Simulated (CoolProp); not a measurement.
Vapour-liquid equilibrium of isobutene (1) + acetone (2) at 0.147 MPa; x and y are mole fractions of (1).

Model: multi-fluid Helmholtz-energy mixture model, Lemmon 2005 and Lemmon 2006; pair parameters Bell 2016, in CoolProp.

```csv
x,"bubble temperature, mixture model (°C)","bubble temperature, Raoult's law (°C)","y, mixture model","y, Raoult's law"
0.05,51.2,59.6,0.432,0.263
0.15,30.8,46.9,0.758,0.576
0.25,20.4,37.3,0.856,0.740
0.35,14.9,29.7,0.895,0.834
0.45,11.8,23.5,0.915,0.892
0.55,9.9,18.4,0.928,0.930
0.65,8.4,14.1,0.938,0.955
0.75,7.0,10.4,0.949,0.973
0.85,5.6,7.1,0.963,0.986
0.95,3.8,4.2,0.985,0.996
```

The largest gap from Raoult's law is -16.9 K in bubble temperature, at x = 0.25. No azeotrope shows between x = 0.05 and 0.95.

Pair parameters are fitted to limited data, so mixtures are less certain than the pure fluids. With so large a gap from Raoult's law the liquid may split in two, which this calculation doesn't test in full.
